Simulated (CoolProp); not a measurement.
Carbon monoxide at 273.4 K and 0.631 MPa is throttled through a valve to 0.373 MPa with no heat exchange. Each further row changes one setting.

The numbers come from the reference Helmholtz-energy equation of state, Lemmon 2006 in CoolProp. It is a short technical equation, of lower accuracy than the large ones.

```csv
case,temperature change (K),final density (kg/m³)
as stated,-0.8,4.62
outlet pressure 0.112 MPa,-1.6,1.39
outlet pressure 0.485 MPa,-0.4,6.00
```
